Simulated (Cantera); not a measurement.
Charge: 1 mol SiH4, a varied amount of O3, 92 mol N2, at 975 °C and 13300 Pa.

Equilibrium computed with Cantera from the NASA thermochemical tables; the gas is ideal and each condensed phase is pure. Candidate condensed phases: H2O, Si, SiO2, Si2N2O, Si3N4; 35 gas species. The tables hold silica as quartz up to 1696 K and as liquid above; real silica turns to tridymite and cristobalite and melts near 1996 K. Kinetics and transport are ignored.

### Question
At 1.8 mol O3, list the 4 most abundant gas species with their mole fractions, and the condensed phases.

### Answer
N2 0.971, H2O 0.0211, O2 0.00736, NO 5.79e-5. Condensed: SiO2(β-quartz).
